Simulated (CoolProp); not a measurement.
Vapour-liquid equilibrium of toluene (1) + ethylbenzene (2) at 299.7 K; x and y are mole fractions of (1).

The numbers come from the multi-fluid Helmholtz-energy mixture model, Lemmon 2006 and Zhou 2012; pair parameters Bell 2016 in CoolProp.

```
x     bubble pressure, mixture model (MPa)  bubble pressure, Raoult's law (MPa)  y, mixture model  y, Raoult's law
----  ------------------------------------  -----------------------------------  ----------------  ---------------
0.05                              0.001539                             0.001533             0.137            0.134
0.2                               0.001936                             0.001940             0.419            0.424
0.35                              0.002315                             0.002348             0.602            0.613
0.5                               0.002701                             0.002755             0.738            0.747
0.65                              0.003105                             0.003163             0.842            0.845
0.8                               0.003531                             0.003571             0.923            0.922
0.95                              0.003969                             0.003978             0.984            0.982
```

The largest gap from Raoult's law is -2.0 % in bubble pressure, at x = 0.5. No azeotrope shows between x = 0.05 and 0.95.

Pair parameters are fitted to limited data, so mixtures are less certain than the pure fluids. The gap from Raoult's law changes sign with composition, which may be real or a fault of the pair parameters; it wasn't checked against measurements.
